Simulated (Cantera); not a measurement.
Mixture: CH4 : O2 : N2 = 1 : 3.45 : 13 (molar parts), at 29.6 atm, adiabatic and at constant volume. Ignition delay is the time to a rise of 400 K.

Cantera simulation using GRI-Mech 3.0 (53 species, 325 reactions); the numbers are that mechanism's predictions, not measurements. The pressure lies above the range GRI-Mech 3.0 was tuned for (to about 10 atm).

Task: What does this change do: pressure from 29.6 atm to 0.987 atm?

Result: 
```tsv
quantity	before	after
delay at 1225 K	0.855 ms	23.4 ms
delay at 1275 K	0.481 ms	11.9 ms
delay at 1325 K	0.282 ms	6.26 ms
delay at 1375 K	0.170 ms	3.44 ms
delay at 1425 K	0.106 ms	1.98 ms
delay at 1475 K	67.7 µs	1.19 ms
apparent activation energy between 1375 and 1475 K	160 kJ/mol	180 kJ/mol
```

Task: What does this change do: O2 3.45 to 1.5 parts?

Result: 
| quantity | before | after |
|---|---|---|
| delay at 1225 K | 0.855 ms | 2.38 ms |
| delay at 1275 K | 0.481 ms | 1.40 ms |
| delay at 1325 K | 0.282 ms | 0.845 ms |
| delay at 1375 K | 0.170 ms | 0.522 ms |
| delay at 1425 K | 0.106 ms | 0.327 ms |
| delay at 1475 K | 67.7 µs | 0.208 ms |
| apparent activation energy between 1375 and 1475 K | 160 kJ/mol | 160 kJ/mol |
